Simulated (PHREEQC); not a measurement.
Solution A (0.0037 mol HF and 0.00052 mol KF per kg of water) is mixed with solution B (0.003 mol CaCl2, 0.0013 mol K2SO4 and 7.7e-07 mol H4SiO4 per kg of water) at 25 °C; shares are by mass of water, 1 kg in all. Oxygen alone is held at its pressure in air (log pO2 = -0.68). No CO2 enters from the air. Only these solids could form: Gypsum, Fluorite, Portlandite, SiO2(a).

Model: ion-association model, wateq4f.dat, run in PHREEQC.

```tsv
share of solution B	pH	Fluorite (mol)	F in solution (mol/kgw)	Ca in solution (mol/kgw)
0	2.97	0	0.00422	0
0.05	2.95	0.000133	0.00374	1.72e-5
0.1	2.92	0.000275	0.00325	2.50e-5
0.2	2.87	0.000540	0.00230	6.00e-5
0.25	2.85	0.000651	0.00186	9.88e-5
0.3	2.84	0.000735	0.00148	0.000165
0.35	2.83	0.000782	(withheld)	0.000268
0.4	2.84	0.000791	(withheld)	0.000409
0.45	2.86	0.000770	0.000782	0.000580
0.55	2.93	0.000671	0.000557	0.000979
0.6	2.98	0.000605	0.000478	0.00120
0.65	3.03	0.000532	0.000413	(withheld)
0.7	(withheld)	0.000454	(withheld)	0.00165
0.75	3.17	0.000373	(withheld)	0.00188
0.8	3.26	0.000289	0.000267	(withheld)
0.9	3.56	0.000114	0.000194	0.00259
0.95	3.86	2.42e-5	0.000163	(withheld)
1	7.00	0	0	0.00300
```

Task: What belongs in the gaps?

Result: 
- 0.35, F in solution (mol/kgw): 0.00118
- 0.4, F in solution (mol/kgw): 0.000950
- 0.65, Ca in solution (mol/kgw): 0.00142
- 0.7, pH: 3.09
- 0.7, F in solution (mol/kgw): 0.000357
- 0.75, F in solution (mol/kgw): 0.000309
- 0.8, Ca in solution (mol/kgw): 0.00211
- 0.95, Ca in solution (mol/kgw): 0.00283

SiF6-2 is the database's only silicon fluoride.
